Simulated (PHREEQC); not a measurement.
Synthetic water in mmol/kgw, 25 °C, pH 7.99, pe 9.2: Na 0.267; K 0.385; Ca 0.292; Mg 0.0346; Cl 0.364; S(6) 0.372; Alkalinity (meq/kgw) 0.227; O(0) (counted as O atoms) 0.0509; Pb 0.000271.

Valence states are taken as typed.

Computed with PHREEQC (ion-association model, phreeqc.dat).

Each row changes one thing in this solution. No solid was allowed to form.

```
case                                               SO4-2 (mol/kgw)  Ca+2 (mol/kgw)  HCO3- (mol/kgw)  Mg+2 (mol/kgw)  CaSO4 (mol/kgw)  CO2 (mol/kgw)  SI of Pb(OH)2 (Pb(OH)2)  SI of Cerussite (PbCO3)
-------------------------------------------------  ---------------  --------------  ---------------  --------------  ---------------  -------------  -----------------------  -----------------------
as made                                                   0.000357        0.000279         0.000222         3.26e-5          1.20e-5        4.86e-6                    -0.05                    -0.76
temperature from 25 to 40 °C at the same typed pH         0.000355        0.000278         0.000218         3.19e-5          1.31e-5        4.21e-6                    +0.36                    -0.92
pH from 7.99 to 8.99 at the same alkalinity               0.000357        0.000276         0.000189         3.24e-5          1.19e-5        4.13e-7                    +1.02                    -0.77
pH from 7.99 to 6.99 at the same alkalinity               0.000357        0.000279         0.000226         3.27e-5          1.20e-5        4.95e-5                    -1.28                    -0.99
Ca from 0.292 to 0.584 mmol/kgw                           0.000347        0.000560         0.000220         3.28e-5          2.24e-5        4.80e-6                    -0.05                    -0.76
all concentrations times 2 at the same typed pH           0.000694        0.000541         0.000441         6.28e-5          3.94e-5        9.50e-6                    -0.01                    -0.43
```

Some of these states are supersaturated (in Pb(OH)2, for instance). Away from 25 °C the constants follow the database's enthalpies or fits; those with neither stay at their 25 °C values.
